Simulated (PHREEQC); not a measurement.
Solution (25 °C): 0.046 mmol/kgw NH4F and 0.1 mmol/kgw (NH4)2SiF6. Closed to the air; pH follows from the charge balance.

Model: ion-association model, phreeqc.dat, run in PHREEQC.

This is a speciation only: nothing precipitates in the calculation.

Problem. What pH, ionic strength, specific conductance does the model give?

Solution. pH 3.64; ionic strength 0.000483 mol/kgw; specific conductance 125 µS/cm.

Problem. In which forms is F present?

Solution. F- 75 %, HF 25 % of the F.

SiF6-2 is the database's only silicon fluoride.
